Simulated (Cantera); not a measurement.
An isothermal, constant-pressure homogeneous reactor starts with C₂H₆ : N₂ = 1 : 560 (molar parts), at 1025 K and 54000 Pa.

Model: GRI-Mech 3.0 (53 species, 325 reactions), integrated in Cantera. GRI-Mech 3.0 stops at C3 and has no aromatics, soot or wall deposition, so with more carbon than oxygen in the feed, carbon stays in small species such as C2H2 where larger ones or solid carbon would form.

Question: Predict: x(C₂H₆) at 10.0 s; x(C₂H₂) at 10.0 s; x(CH₄) at 10.0 s; x(C₂H₄) at 10.0 s.

Answer: 
| Property | Result |
|---|---|
| x(C₂H₆) at 10.0 s | 5.30e-5 (gas-phase equilibrium 6.75e-8) |
| x(C₂H₂) at 10.0 s | 0.000313 (gas-phase equilibrium 8.63e-5) |
| x(CH₄) at 10.0 s | 6.55e-5 (gas-phase equilibrium 0.000837) |
| x(C₂H₄) at 10.0 s | 0.00138 (gas-phase equilibrium 3.12e-5) |
